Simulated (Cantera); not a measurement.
Input (Python, Cantera) and output of one run.

```python
import numpy as np
import cantera as ct

gas_names = """
    Cu CuO Cu2 H HNO HNO2 HNO3 HO2 H2 H2O H2O2 N NH NH2 NH3 NH2OH NO NO2 NO3 N2 N2H2 N2H4 N2O O OH O2 O3
""".split()
cond_names = """
    Cu(cr) Cu(L) CuO(s) CuO2H2(s) Cu2O(s) Cu2O(L) H2O(s) H2O(L)
""".split()


def load(file, names, dense=False):
    # The tables refer to 1 bar. Condensed volumes are neglected.
    table = {s.name: s for s in ct.Species.list_from_file(file)}
    out = []
    for n in names:
        d = dict(table[n].input_data)
        d["thermo"] = dict(d["thermo"], **{"reference-pressure": 1e5})
        if dense:
            d["equation-of-state"] = {"model": "constant-volume", "density": "1e6 g/cm^3"}
        out.append(ct.Species.from_dict(d))
    return out


gas = ct.Solution(thermo="ideal-gas", species=load("nasa_gas.yaml", gas_names))
cond = {s.name: ct.Solution(thermo="fixed-stoichiometry", species=[s], name=s.name)
        for s in load("nasa_condensed.yaml", cond_names, dense=True)}
atoms = {
    'Cu': {'Cu': 1},
    'H2O': {'H': 2, 'O': 1},
    'N2': {'N': 2},
}
top_T = {'CuO(s)': 1390}  # K; cautious upper limits of use, not melting points


def equilibrate(T, P, feed):
    n = {}
    for name, mol in feed.items():
        for a, k in atoms[name].items():
            n[a] = n.get(a, 0.0) + k * mol
    gas.TPX = T, P, n
    mass = sum(n.values()) * gas.mean_molecular_weight
    gas.equilibrate("TP")
    valid = [c for c in cond.values() if c.min_temp <= T <= top_T.get(c.name, c.max_temp)]
    mix = ct.Mixture([(gas, mass / gas.mean_molecular_weight)] + [(c, 0.0) for c in valid])
    mix.T, mix.P = T, P
    mix.equilibrate("TP", solver="vcs", rtol=1e-11, max_steps=5000)
    return mix


results = []
feed = {'Cu': 1, 'H2O': 0.61, 'N2': 2.2}  # mol
for P in [10, 35, 120, 440, 1600, 5500, 19000, 68000, 240000, 850000, 3000000]:
    for T in [823, 923, 1023, 1123, 1223, 1323, 1423, 1523, 1623, 1723, 1823]:
        mix = equilibrate(T, P, feed)
        results.append((T, P, feed, dict(zip(mix.species_names, mix.species_moles))))

for T, P, feed, n in results:
    print(f"{T:7g} {P:10.4g}  " + (" + ".join(c for c in cond_names if n.get(c, 0) > 1e-12) or "gas only"))
```

It prints:

```
    823         10  Cu(cr) + Cu2O(s)
    923         10  Cu(cr) + Cu2O(s)
   1023         10  Cu(cr)
   1123         10  Cu(cr)
   1223         10  Cu(cr)
   1323         10  Cu(cr)
   1423         10  Cu(L)
   1523         10  Cu(L)
   1623         10  gas only
   1723         10  gas only
   1823         10  gas only
    823         35  Cu(cr) + Cu2O(s)
    923         35  Cu(cr) + Cu2O(s)
   1023         35  Cu(cr) + Cu2O(s)
   1123         35  Cu(cr)
   1223         35  Cu(cr)
   1323         35  Cu(cr)
   1423         35  Cu(L)
   1523         35  Cu(L)
   1623         35  Cu(L)
   1723         35  gas only
   1823         35  gas only
    823        120  Cu(cr) + Cu2O(s)
    923        120  Cu(cr) + Cu2O(s)
   1023        120  Cu(cr) + Cu2O(s)
   1123        120  Cu(cr)
   1223        120  Cu(cr)
   1323        120  Cu(cr)
   1423        120  Cu(L)
   1523        120  Cu(L)
   1623        120  Cu(L)
   1723        120  Cu(L)
   1823        120  gas only
    823        440  Cu(cr) + Cu2O(s)
    923        440  Cu(cr) + Cu2O(s)
   1023        440  Cu(cr) + Cu2O(s)
   1123        440  Cu(cr) + Cu2O(s)
   1223        440  Cu(cr)
   1323        440  Cu(cr)
   1423        440  Cu(L)
   1523        440  Cu(L)
   1623        440  Cu(L)
   1723        440  Cu(L)
   1823        440  Cu(L)
    823       1600  Cu(cr) + Cu2O(s)
    923       1600  Cu(cr) + Cu2O(s)
   1023       1600  Cu(cr) + Cu2O(s)
   1123       1600  Cu(cr) + Cu2O(s)
   1223       1600  Cu(cr)
   1323       1600  Cu(cr)
   1423       1600  Cu(L)
   1523       1600  Cu(L)
   1623       1600  Cu(L)
   1723       1600  Cu(L)
   1823       1600  Cu(L)
    823       5500  Cu(cr) + Cu2O(s)
    923       5500  Cu(cr) + Cu2O(s)
   1023       5500  Cu(cr) + Cu2O(s)
   1123       5500  Cu(cr) + Cu2O(s)
   1223       5500  Cu(cr) + Cu2O(s)
   1323       5500  Cu(cr)
   1423       5500  Cu(L)
   1523       5500  Cu(L)
   1623       5500  Cu(L)
   1723       5500  Cu(L)
   1823       5500  Cu(L)
    823    1.9e+04  Cu(cr) + Cu2O(s)
    923    1.9e+04  Cu(cr) + Cu2O(s)
   1023    1.9e+04  Cu(cr) + Cu2O(s)
   1123    1.9e+04  Cu(cr) + Cu2O(s)
   1223    1.9e+04  Cu(cr) + Cu2O(s)
   1323    1.9e+04  Cu(cr)
   1423    1.9e+04  Cu(L)
   1523    1.9e+04  Cu(L)
   1623    1.9e+04  Cu(L)
   1723    1.9e+04  Cu(L)
   1823    1.9e+04  Cu(L)
    823    6.8e+04  Cu(cr) + Cu2O(s)
    923    6.8e+04  Cu(cr) + Cu2O(s)
   1023    6.8e+04  Cu(cr) + Cu2O(s)
   1123    6.8e+04  Cu(cr) + Cu2O(s)
   1223    6.8e+04  Cu(cr) + Cu2O(s)
   1323    6.8e+04  Cu(cr) + Cu2O(s)
   1423    6.8e+04  Cu(L)
   1523    6.8e+04  Cu(L)
   1623    6.8e+04  Cu(L)
   1723    6.8e+04  Cu(L)
   1823    6.8e+04  Cu(L)
    823    2.4e+05  Cu(cr) + Cu2O(s)
    923    2.4e+05  Cu(cr) + Cu2O(s)
   1023    2.4e+05  Cu(cr) + Cu2O(s)
   1123    2.4e+05  Cu(cr) + Cu2O(s)
   1223    2.4e+05  Cu(cr) + Cu2O(s)
   1323    2.4e+05  Cu(cr) + Cu2O(s)
   1423    2.4e+05  Cu(L) + Cu2O(s)
   1523    2.4e+05  Cu(L)
   1623    2.4e+05  Cu(L)
   1723    2.4e+05  Cu(L)
   1823    2.4e+05  Cu(L)
    823    8.5e+05  Cu(cr) + Cu2O(s)
    923    8.5e+05  Cu(cr) + Cu2O(s)
   1023    8.5e+05  Cu(cr) + Cu2O(s)
   1123    8.5e+05  Cu(cr) + Cu2O(s)
   1223    8.5e+05  Cu(cr) + Cu2O(s)
   1323    8.5e+05  Cu(cr) + Cu2O(s)
   1423    8.5e+05  Cu(L) + Cu2O(s)
   1523    8.5e+05  Cu(L)
   1623    8.5e+05  Cu(L)
   1723    8.5e+05  Cu(L)
   1823    8.5e+05  Cu(L)
    823      3e+06  Cu(cr) + Cu2O(s)
    923      3e+06  Cu(cr) + Cu2O(s)
   1023      3e+06  Cu(cr) + Cu2O(s)
   1123      3e+06  Cu(cr) + Cu2O(s)
   1223      3e+06  Cu(cr) + Cu2O(s)
   1323      3e+06  Cu(cr) + Cu2O(s)
   1423      3e+06  Cu(L) + Cu2O(s)
   1523      3e+06  Cu(L) + Cu2O(L)
   1623      3e+06  Cu(L) + Cu2O(L)
   1723      3e+06  Cu(L)
   1823      3e+06  Cu(L)
```

These are equilibrium values from Cantera (NASA tables, ideal gas, pure condensed phases), not measurements of a reactor. Each liquid is taken as pure. Mutual solubility and eutectic melting of coexisting phases are not modelled.
